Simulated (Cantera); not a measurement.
Input: 1 mol B, 0.2 mol H₂O, 37 mol N₂, at 0.00680 bar.

Method: chemical equilibrium by Gibbs-energy minimisation in Cantera with the NASA 1993 tables (ideal gas, pure condensed phases). Candidate condensed phases: B, BN, B₂O₃, B₃O₃H₃, H₂O; 39 gas species. Equilibrium is a limit: real reactors are often held back by kinetics, nucleation or transport.

Problem. At 1402 °C, list the 4 most abundant gas species with their mole fractions, and the condensed phases.

Solution. N₂ 0.992, H₂ 0.00492, B₂O₃ 0.000981, HBO 0.000744. Condensed: BN(s).
